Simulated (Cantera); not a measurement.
An isothermal, constant-pressure homogeneous reactor starts with C3H8 : H2 = 1 : 8 (molar parts), at 1750 K and 255 Torr.

Cantera simulation using GRI-Mech 3.0 (53 species, 325 reactions); the numbers are that mechanism's predictions, not measurements. GRI-Mech 3.0 was tuned for natural gas; its chemistry of propane as a main component is partial and can be far from experiment. GRI-Mech 3.0 stops at C3 and has no aromatics, soot or wall deposition, so with more carbon than oxygen in the feed, carbon stays in small species such as C2H2 where larger ones or solid carbon would form.

x: mole fraction; the columns are a selection and need not sum to one.

```tsv
t (s)	x C3H8	x H2	x C2H6	x CH3	x CH2
0.000900	…	0.811	3.93e-5	0.000690	2.24e-7
0.00175	…	0.813	4.04e-5	0.000723	2.49e-7
0.00341	…	0.816	3.88e-5	0.000715	2.53e-7
0.00663	…	0.820	3.40e-5	0.000671	2.41e-7
0.0129	…	0.826	2.69e-5	0.000598	2.19e-7
0.0251	…	0.836	1.81e-5	0.000493	1.87e-7
0.0488	…	0.846	9.94e-6	0.000366	1.46e-7
0.0949	8.90e-10	0.856	4.48e-6	0.000244	1.03e-7
0.185	3.33e-10	0.863	1.86e-6	0.000152	6.69e-8
0.359	1.63e-10	0.867	9.07e-7	9.75e-5	4.44e-8
0.698	1.15e-10	0.869	6.39e-7	7.51e-5	3.48e-8
1.36	1.07e-10	0.869	5.95e-7	7.08e-5	3.29e-8
2.64	1.06e-10	0.869	5.94e-7	7.06e-5	3.28e-8
5.14	1.06e-10	0.869	5.94e-7	7.06e-5	3.28e-8
10.0	1.06e-10	0.869	5.94e-7	7.06e-5	3.28e-8
```

What belongs in the gaps?


- 0.000900, x C3H8: 2.19e-8
- 0.00175, x C3H8: 1.85e-8
- 0.00341, x C3H8: 1.64e-8
- 0.00663, x C3H8: 1.36e-8
- 0.0129, x C3H8: 9.68e-9
- 0.0251, x C3H8: 5.55e-9
- 0.0488, x C3H8: 2.45e-9
